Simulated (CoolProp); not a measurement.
The numbers come from the reference Helmholtz-energy equation of state, Span 1996 in CoolProp.

**Question.** For carbon dioxide, give the phase and the Z, cv (kJ/(kg K)), speed of sound (m/s), expansivity (1/kK) at 153.25 °C and 43.2 bar; 70.75 °C and 352 bar.

**Answer.** 
- 153.25 °C and 43.2 bar: gas; Z 0.939, cv 0.796, speed of sound 308, expansivity 2.97
- 70.75 °C and 352 bar: supercritical; Z 0.657, cv 0.904, speed of sound 561, expansivity 4.47
